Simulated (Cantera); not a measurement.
**Catalytic stagnation flow on Pt**

A jet of 4.82 % CH4, 6.72 % O2, 88.5 % N2, equivalence ratio 1.4 at 300 K and 0.0990 bar hits a platinum plate 2.5 cm away at a mass flux of 0.077 kg/m²/s; the plate temperature is set and raised in steps from an oxygen-covered start.

Detailed kinetics in Cantera: Deutschmann's 1995 Pt surface mechanism with GRI-Mech 3.0 gas chemistry. Catalytic surfaces can have several steady states; this one follows from the mechanism file's or the stated starting coverage.

```tsv
plate T (K)	wall x CH4	wall x O2	wall x H2O	wall x OH	wall x CO	wall x CO2	θ free Pt	θ H*	θ CO*	θ C*
900	0.00965	0.00395	0.0707	<1e-8	0.0359	0.00519	0.581	0.000206	0.406	0.0129
950	0.00726	0.00306	0.0727	<1e-8	0.0418	0.00123	0.685	0.000833	0.264	0.0504
1000	0.00547	0.00240	0.0718	<1e-8	0.0434	0.00156	0.800	0.00123	0.165	0.0336
1050	0.00453	0.00206	0.0703	<1e-8	0.0431	0.00295	0.889	0.00129	0.0961	0.0135
1100	0.00413	0.00194	0.0684	<1e-8	0.0417	0.00509	0.940	0.00124	0.0529	0.00542
1150	0.00399	0.00192	0.0661	1.29e-8	0.0395	0.00780	0.968	0.00117	0.0286	0.00234
```
x: mole fraction at the wall; θ: surface coverage.
